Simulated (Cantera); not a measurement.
Input: 1 mol CaSO₄, 1.7 mol H₂, 0.027 mol CO₂, equilibrated at 1898 K and 10.0 mbar.

Cantera equilibrium calculation (NASA polynomials, part measured and part estimated; ideal gas, pure solids and liquids). Candidate condensed phases: C, C₆H₆, C₇H₈, C₈H₁₈, Ca, CaCO₃, CaO, Ca(OH)₂, CaS, CaSO₄, H₂O, H₂SO₄, S; 129 gas species. The numbers say what is thermodynamically allowed, not how fast it happens.

Base state: H₂O 0.484, SO₂ 0.299, H₂ 0.144, SO 0.0391, S₂ 0.0138, CO 0.00559, CO₂ 0.00446, H 0.00297 (mole fractions); condensed: CaO(s).

Problem. What changes in the equilibrium state with this change: CO₂ from 0.027 to 0.012 mol?

Solution. 
```tsv
species	before	after
H₂O	0.484	0.486
SO₂	0.299	0.300
H₂	0.144	0.146
CO	0.00559	0.00251
CO₂	0.00446	0.00198
S₂	0.0138	0.0144
SO	0.0391	0.0395
Ca(OH)₂	2.14e-5	2.14e-5
H₂S	0.00134	0.00139
S₂O	0.000325	0.000335
SH	0.00252	0.00258
S	0.00185	0.00189
O₂	1.84e-5	1.81e-5
CaO(s), mol	1.000	1.000
```

Problem. What changes in the equilibrium state with this change: CaSO₄ replaced by K₂CO₃?

Solution. 
```json
[
 {"species": "K", "before": "0", "after": "0.374"},
 {"species": "H₂O", "before": "0.484", "after": "0.270"},
 {"species": "CO", "before": "0.00559", "after": "0.115"},
 {"species": "SO₂", "before": "0.299", "after": "0"},
 {"species": "KOH", "before": "0", "after": "0.0617"},
 {"species": "SO", "before": "0.0391", "after": "0"},
 {"species": "S₂", "before": "0.0138", "after": "0"},
 {"species": "CO₂", "before": "0.00446", "after": "0.109"},
 {"species": "H₂", "before": "0.144", "after": "0.0678"},
 {"species": "Ca(OH)₂", "before": "2.14e-5", "after": "0"},
 {"species": "SH", "before": "0.00252", "after": "0"},
 {"species": "S", "before": "0.00185", "after": "0"},
 {"species": "H₂S", "before": "0.00134", "after": "0"},
 {"species": "CaO(s), mol", "before": "1.000", "after": "0"}
]
```
Further candidate phases: K, KOH, KO₂, K₂CO₃, K₂O, K₂O₂.
